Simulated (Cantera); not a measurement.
An adiabatic, constant-pressure homogeneous reactor starts with 11.4 % CH4, 3.20 % C2H6, 17.9 % O2, 67.4 % N2, equivalence ratio 1.9, at 1275 K and 1.00 atm.

Computed with Cantera and GRI-Mech 3.0 (53 species, 325 reactions).

One state of this run: T (K) = 2406; x CH4 = 1.34e-11; x C2H6 = <1e-12; x O2 = 1.19e-5; x CH3 = 1.07e-11; x NO2 = 9.30e-10; x CH2CO = <1e-12; x H2O = 0.131. x: mole fraction; the columns are a selection and need not sum to one.

**Question.** Which value of t (s) does it belong to?
A. 0.000128
B. 0.00215
C. 0.000839
D. 0.600

**Answer.** D, 0.600
